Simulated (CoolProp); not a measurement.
Vapour-liquid equilibrium of R143a (1) + R236FA (2) at 8.95 °C; x and y are mole fractions of (1).

Computed with CoolProp (multi-fluid Helmholtz-energy mixture model, Lemmon and Jacobsen 2000 and Pan 2012; pair parameters Bell 2016).

```csv
x,"bubble pressure, mixture model (MPa)","bubble pressure, Raoult's law (MPa)","y, mixture model","y, Raoult's law"
0.05,0.1796,0.1864,0.178,0.218
0.2,0.2626,0.2850,0.511,0.569
0.35,0.3525,0.3837,0.694,0.740
0.5,0.4489,0.4823,0.809,0.841
0.65,0.5511,0.5810,0.887,0.908
0.8,0.6589,0.6797,0.944,0.955
0.95,0.7721,0.7783,0.988,0.990
```

The largest gap from Raoult's law is -8.1 % in bubble pressure, at x = 0.35. No azeotrope shows between x = 0.05 and 0.95.

The pair parameters rest on a limited set of measurements; away from them the model extrapolates.
